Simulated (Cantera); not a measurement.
An adiabatic, constant-pressure homogeneous reactor starts with CH₄ : C₂H₆ : O₂ : N₂ : H₂O = 1 : 0.059 : 3.11 : 11.7 : 0.5 (molar parts), equivalence ratio 0.71, at 1550 K and 7500 Torr.

Model: GRI-Mech 3.0 (53 species, 325 reactions), integrated in Cantera.

One state of this run: T (K) = 2705; x CH₄ = <1e-12; x C₂H₆ = <1e-12; x O₂ = 0.0493; x HCN = 1.70e-10; x CH₂O = 1.10e-10; x OH = 0.0126; x CH₂ = <1e-12. x: mole fraction; the columns are a selection and need not sum to one.

Task: Which value of t (s) does it belong to?
A) 4.49e-5
B) 4.00e-6
C) 0.00169
D) 1.34e-5

Result: C, 0.00169
